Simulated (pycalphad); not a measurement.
All values are pycalphad results on the COST 507 light-alloy database (1999) (1 atm), not direct measurements. No gas phase is included, though pure Mg would boil below 1650 K. These are 1990s assessments: newer ones move some temperatures and phases. Not assessed as a whole: an extrapolation from subsystems, which can miss ternary compounds. Diffusion is slow at the low end, where real alloys seldom reach equilibrium.

Molar enthalpy of Al-1.37Mg-2.07Si-1.56Mn (at.%) in equilibrium (SER reference):

```csv
T (K),H (kJ/mol),phases
1650,51.00,liquid
1550,47.81,liquid
1450,44.61,liquid
1350,41.42,liquid
1250,38.23,liquid
1150,35.05,liquid
1050,31.87,liquid
1000,30.28,liquid
950,27.97,liquid + ALMNSI_ALPHA
850,13.80,fcc + ALMNSI_ALPHA + liquid + MG2SI
800,11.85,fcc + ALMNSI_ALPHA + MG2SI
750,10.15,fcc + ALMNSI_ALPHA + MG2SI
650,6.98,fcc + ALMNSI_ALPHA + MG2SI + diamond (Si)
550,4.07,fcc + ALMNSI_ALPHA + MG2SI + diamond (Si)
450,1.34,fcc + ALMNSI_ALPHA + MG2SI + diamond (Si)
350,-1.25,fcc + ALMNSI_ALPHA + MG2SI + diamond (Si)
```

Cooling from 1000 K to 800 K, across the freezing range, releases 18.4 kJ/mol, or 673 J/g. The slope is 32 J/(mol K) in the liquid and 34 J/(mol K) just below the solidus, where it includes any heat of precipitation. Liquidus 972 K, solidus 849 K. Changes were sought between steps of 50 K, so a narrower field can be missed.

Database names, with the compositions (at.%) that they take in these runs: ALMNSI_ALPHA: Al 70-73 Mn 17 Si 10-13; MG2SI: Mg 67 Si 33.
